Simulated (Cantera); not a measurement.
Charge: 1 mol AlN, 0.41 mol C, 0.9 mol N₂, equilibrated at 2673.15 K.

Method: chemical equilibrium by Gibbs-energy minimisation in Cantera with the NASA 1993 tables (ideal gas, pure condensed phases). Candidate condensed phases: Al, AlN, C; 16 gas species. Kinetics and transport are ignored.

**Question.** What share of the Al ends up in condensed phases as a function of P (Pa), at 1, 10, 100, 1000, 10000, 100000, 1000000?

**Answer.** 
| P (Pa) | Al condensed (%) | as |
|---|---|---|
| 1 | 0.0 | - |
| 10 | 0.0 | - |
| 100 | 0.0 | - |
| 1000 | 0.0 | - |
| 10000 | 0.0 | - |
| 100000 | 37.8 | AlN(s) |
| 1000000 | 99.2 | AlN(s) |
